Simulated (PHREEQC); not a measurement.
Make-up at 25 °C: 46 mmol/kgw NH4Cl, 0.036 mmol/kgw NaF and 9.5 mmol/kgw NaCl. Closed to the air; pH follows from the charge balance.

Equilibrium calculation in PHREEQC: ion-association model, wateq4f.dat.

```
Property                Result
--------------  --------------
pH                        5.38
ionic strength  0.0555 mol/kgw
```

| species | molality | activity | log γ |
|---|---|---|---|
| Cl- | 0.0555 | 0.0447 | -0.094 |
| NH4+ | 0.0460 | 0.0375 | -0.089 |
| Na+ | 0.00954 | 0.00779 | -0.088 |
| F- | 3.57e-5 | 2.87e-5 | -0.095 |
| NH3 | 5.10e-6 | 5.10e-6 | 0.000 |
| H+ | 4.93e-6 | 4.19e-6 | -0.071 |
| HF | 1.78e-7 | 1.80e-7 | 0.006 |

This is a speciation only: nothing precipitates in the calculation.
